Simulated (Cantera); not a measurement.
## Hydrocarbon pyrolysis for carbon deposition

An isothermal, constant-pressure homogeneous reactor starts with C2H6 : N2 = 3.9 : 2.8 (molar parts), at 1925 K and 1.00 bar.

Detailed kinetics in Cantera: GRI-Mech 3.0 (53 species, 325 reactions). GRI-Mech 3.0 stops at C3 and has no aromatics, soot or wall deposition, so with more carbon than oxygen in the feed, carbon stays in small species such as C2H2 where larger ones or solid carbon would form.

```tsv
t (s)	x C2H6	x CH4	x CH2	x HCN	x CH3	x C2H	x C2H4
0.000200	0.000212	0.127	3.09e-6	7.74e-7	0.00294	3.99e-6	0.00676
0.000860	8.59e-5	0.0792	2.24e-6	8.99e-7	0.00191	4.37e-6	0.00234
0.00369	1.30e-5	0.0298	1.05e-6	1.25e-6	0.000753	4.78e-6	0.00153
0.0159	1.31e-6	0.00867	3.56e-7	1.82e-6	0.000226	5.00e-6	0.00146
0.0682	5.55e-7	0.00491	2.10e-7	2.89e-6	0.000129	5.04e-6	0.00147
0.293	5.48e-7	0.00486	2.08e-7	7.48e-6	0.000128	5.04e-6	0.00147
1.26	5.48e-7	0.00486	2.08e-7	3.28e-5	0.000128	5.04e-6	0.00147
5.41	5.48e-7	0.00486	2.08e-7	0.000158	0.000128	5.04e-6	0.00147
23.3	5.48e-7	0.00486	2.08e-7	0.000698	0.000128	5.04e-6	0.00147
100	5.45e-7	0.00485	2.07e-7	0.00296	0.000127	5.02e-6	0.00146
```
x: mole fraction; the columns are a selection and need not sum to one.

Equilibrium at this temperature and pressure: C2H6 4.34e-7, CH4 0.00433, CH2 1.85e-7, HCN 0.113, CH3 0.000114, C2H 3.98e-6, C2H4 0.00116 (gas phase only).
